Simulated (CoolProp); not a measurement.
Values from CoolProp's reference Helmholtz-energy equation of state, de Reuck 1993.

Problem. For methanol, give the phase and the Z, cv (kJ/(kg K)), speed of sound (m/s), conductivity (mW/(m K)) at 110.55 °C and 8.78 bar.

Solution. 
- 110.55 °C and 8.78 bar: liquid; Z 0.0126, cv 2.65, speed of sound 834, conductivity 184

Thermal conductivity comes from a separate model (Sykioti 2013).
